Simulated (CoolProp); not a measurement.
Saturated liquid density (kg/m³) of oxygen: the reference equation beside estimates from Tc = 154.6 K, pc = 5.046 MPa, ω = 0.022. Rackett uses Z = 0.29056 − 0.08775 ω.

Computed with CoolProp (reference Helmholtz-energy equation of state, Schmidt 1985).

| T (K) | reference | Rackett | van der Waals | Redlich-Kwong | Soave-Redlich-Kwong | Peng-Robinson |
|---|---|---|---|---|---|---|
| 73.1 | 1223 | 1225 | 835.9 | 1243 | 1225 | 1378 |
| 78.7 | (withheld) | 1200 | 819.4 | 1216 | 1199 | 1350 |
| 84.3 | 1170 | 1174 | 802.1 | 1187 | 1172 | 1321 |
| 89.9 | 1143 | 1147 | 784.0 | 1156 | 1142 | 1289 |
| 95.4 | (withheld) | (withheld) | 765.2 | (withheld) | 1112 | 1256 |
| 101 | 1086 | 1090 | (withheld) | 1089 | 1078 | 1219 |
| 106.6 | 1055 | 1060 | 723.5 | 1051 | 1042 | 1179 |
| 112.2 | 1023 | 1027 | 700.5 | 1010 | (withheld) | (withheld) |
| 117.7 | 988.7 | (withheld) | 676.2 | 966.7 | 960.7 | 1089 |
| 123.3 | 951.6 | 956.5 | 649.4 | 918.3 | 913.9 | 1036 |
| 128.9 | 911.0 | 916.2 | 619.8 | 865.0 | 862.1 | 976.5 |

**Question.** What belongs in the gaps?

**Answer.** 
- 78.7, reference: 1197
- 95.4, reference: 1115
- 95.4, Rackett: 1119
- 95.4, Redlich-Kwong: 1124
- 101, van der Waals: 745.0
- 112.2, Soave-Redlich-Kwong: 1003
- 112.2, Peng-Robinson: 1135
- 117.7, Rackett: 993.5

Absolute difference from the reference over all 11 rows, mean and median: Rackett 0.4 and 0.4 %, van der Waals 31.6 and 31.5 %, Redlich-Kwong 1.8 and 1.5 %, Soave-Redlich-Kwong 1.5 and 0.7 %, Peng-Robinson 11.4 and 12.2 %.
